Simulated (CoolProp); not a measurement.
n-hexane at 266.71 K and 0.428 MPa is throttled through a valve to 0.0914 MPa with no heat exchange. Each further row changes one setting.

The numbers come from the reference Helmholtz-energy equation of state, Thol 2019 in CoolProp.

```csv
case,temperature change (K)
as stated,+0.2
outlet pressure 0.0274 MPa,+0.2
outlet pressure 0.119 MPa,+0.1
```
